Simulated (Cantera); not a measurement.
Feed: 1 mol C₂H₅OH, 0.022 mol O₂, held at 1250 °C.

Method: chemical equilibrium by Gibbs-energy minimisation in Cantera with the NASA 1993 tables (ideal gas, pure condensed phases). Candidate condensed phases: C, C₆H₆, C₇H₈, C₈H₁₈, H₂O; 110 gas species. The ideal-gas law is rough above about 30 bar. Kinetics and transport are ignored.

x: gas mole fraction; n: condensed amount in mol.

| P (Pa) | x H₂ | x CO | x CH₄ | x H₂O | x CO₂ | x H | n C(graphite) |
|---|---|---|---|---|---|---|---|
| 10 | 0.740 | 0.258 | 1.26e-7 | 2.78e-8 | 3.61e-9 | 0.00199 | 0.956 |
| 72 | 0.741 | 0.258 | 9.11e-7 | 2.01e-7 | 2.61e-8 | 0.000742 | 0.956 |
| 520 | 0.742 | 0.258 | … | … | … | … | 0.956 |
| 3700 | 0.742 | 0.258 | 4.69e-5 | 1.03e-5 | 1.34e-6 | 0.000103 | 0.956 |
| 27000 | 0.741 | 0.258 | 0.000342 | 7.54e-5 | 9.78e-6 | 3.83e-5 | 0.955 |
| 190000 | 0.739 | 0.258 | 0.00239 | 0.000529 | 6.89e-5 | 1.44e-5 | 0.949 |
| 1400000 | 0.720 | 0.259 | … | … | … | … | 0.907 |
| 10000000 | 0.625 | 0.258 | 0.0900 | 0.0235 | 0.00361 | 1.83e-6 | 0.727 |

Question: Fill in the missing entries.

Answer: 
- 1400000, x CH₄: 0.0167
- 1400000, x H₂O: 0.00381
- 1400000, x CO₂: 0.000509
- 1400000, x H: 5.24e-6
- 520, x CH₄: 6.59e-6
- 520, x H₂O: 1.45e-6
- 520, x CO₂: 1.88e-7
- 520, x H: 0.000276
